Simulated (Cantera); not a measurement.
Cantera run, input and output.

```python
import numpy as np
import cantera as ct

gas = ct.Solution("gri30.yaml")
gas.TPX = 1800, 20, {'C2H6': 1, 'N2': 71}
inlet = ct.Reservoir(gas, clone=True)

reactor = ct.IdealGasConstPressureReactor(gas, energy="off", clone=False)
exhaust = ct.Reservoir(gas, clone=True)
tau = [0.37, 0.22, 0.13, 0.076, 0.045, 0.026, 0.016, 0.0091][0]
for a, b in ((inlet, reactor), (reactor, exhaust)):
    ct.MassFlowController(a, b, mdot=lambda t: reactor.mass / tau)
net = ct.ReactorNet([reactor])
show = ['C2H6', 'C2H4', 'CH3', 'H', 'HCN', 'H2']

rows = []
print(f"{'tau/s':>10s}{'T/K':>9s}" + "".join(f"{s:>11s}" for s in show))
for tau in [0.37, 0.22, 0.13, 0.076, 0.045, 0.026, 0.016, 0.0091]:
    net.initial_time = 0.0
    net.advance(30 * tau)
    before = gas.X
    net.advance(40 * tau)
    drift = np.max(np.abs(gas.X - before) / (gas.X + 1e-9))
    rows.append([gas.T, *gas[show].X, drift])
    print(f"{tau:10.3e}{gas.T:9.1f}" + "".join(f"{x:11.3e}" for x in gas[show].X))
```

Result:

```
     tau/s      T/K       C2H6       C2H4        CH3          H        HCN         H2
 3.700e-01   1800.0  3.995e-04  1.736e-03  3.450e-03  1.105e-03  5.914e-05  1.740e-02
 2.200e-01   1800.0  6.492e-04  2.343e-03  4.449e-03  1.152e-03  4.417e-05  1.530e-02
 1.300e-01   1800.0  1.057e-03  2.991e-03  5.660e-03  1.172e-03  3.180e-05  1.285e-02
 7.600e-02   1800.0  1.725e-03  3.517e-03  7.024e-03  1.148e-03  2.153e-05  1.009e-02
 4.500e-02   1800.0  2.739e-03  3.650e-03  8.260e-03  1.062e-03  1.347e-05  7.312e-03
 2.600e-02   1800.0  4.302e-03  3.171e-03  9.032e-03  8.966e-04  7.096e-06  4.617e-03
 1.600e-02   1800.0  6.104e-03  2.277e-03  8.888e-03  6.916e-04  3.288e-06  2.667e-03
 9.100e-03   1800.0  8.406e-03  1.126e-03  7.644e-03  4.221e-04  8.999e-07  1.112e-03
```

Cantera simulation using GRI-Mech 3.0 (53 species, 325 reactions); the numbers are that mechanism's predictions, not measurements. GRI-Mech 3.0 stops at C3 and has no aromatics, soot or wall deposition, so with more carbon than oxygen in the feed, carbon stays in small species such as C2H2 where larger ones or solid carbon would form. Radical loss at walls, strong at low pressure, is not modelled.
